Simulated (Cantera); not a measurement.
Charge: 1 mol SiC, 0.16 mol N2O, 3.3 mol N2, held at 1477 °C and 0.00133 bar.

Method: chemical equilibrium by Gibbs-energy minimisation in Cantera with the NASA 1993 tables (ideal gas, pure condensed phases). Candidate condensed phases: C, Si, SiC, SiO2, Si2N2O, Si3N4; 34 gas species. Equilibrium is a limit: real reactors are often held back by kinetics, nucleation or transport.

Base state: N2 0.955, CO 0.0223, SiO 0.0219, Si 0.000307 (mole fractions); condensed: SiC(s).

Q: What changes in the equilibrium state with this change: N2O from 0.16 to 0.022 mol?

A: 
```json
[
 {"species": "N2", "before": "0.955", "after": "0.993"},
 {"species": "CO", "before": "0.0223", "after": "0.00344"},
 {"species": "SiO", "before": "0.0219", "after": "0.00313"},
 {"species": "Si", "before": "0.000307", "after": "0.000295"},
 {"species": "SiC(s), mol", "before": "0.919", "after": "0.988"}
]
```
